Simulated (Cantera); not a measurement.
A perfectly stirred reactor is fed with CH₄ : H₂O = 1 : 1.6 (molar parts), at 4650 Torr; it is held at 1450 K, and followed from long to short residence time.

Detailed kinetics in Cantera: GRI-Mech 3.0 (53 species, 325 reactions).

### Question
What does this change do: H2O 1.6 to 8.4 parts?

### Answer
```json
[
 {"quantity": "x(CH₄) at τ = 0.360 s", "before": "0.251", "after": "0.0733"},
 {"quantity": "x(H₂O) at τ = 0.360 s", "before": "0.553", "after": "0.856"},
 {"quantity": "x(C₂H₂) at τ = 0.360 s", "before": "0.0315", "after": "0.00989"},
 {"quantity": "x(O) at τ = 0.360 s", "before": "<1e-12", "after": "1.48e-12"},
 {"quantity": "x(CH₃) at τ = 0.360 s", "before": "3.50e-5", "after": "1.73e-5"},
 {"quantity": "x(CH₄) at τ = 31.0 ms", "before": "0.357", "after": "0.0997"},
 {"quantity": "x(H₂O) at τ = 31.0 ms", "before": "0.605", "after": "0.889"},
 {"quantity": "x(C₂H₂) at τ = 31.0 ms", "before": "0.00572", "after": "0.00176"},
 {"quantity": "x(O) at τ = 31.0 ms", "before": "<1e-12", "after": "3.01e-12"},
 {"quantity": "x(CH₃) at τ = 31.0 ms", "before": "5.29e-5", "after": "2.72e-5"}
]
```

### Question
What does this change do: temperature 1450 to 1298 K?

### Answer
```tsv
quantity	before	after
x(CH₄) at τ = 0.360 s	0.251	0.379
x(H₂O) at τ = 0.360 s	0.553	0.614
x(C₂H₂) at τ = 0.360 s	0.0315	0.000750
x(O) at τ = 0.360 s	<1e-12	<1e-12
x(CH₃) at τ = 0.360 s	3.50e-5	5.82e-6
x(CH₄) at τ = 31.0 ms	0.357	0.384
x(H₂O) at τ = 31.0 ms	0.605	0.615
x(C₂H₂) at τ = 31.0 ms	0.00572	2.37e-6
x(O) at τ = 31.0 ms	<1e-12	<1e-12
x(CH₃) at τ = 31.0 ms	5.29e-5	4.64e-6
```
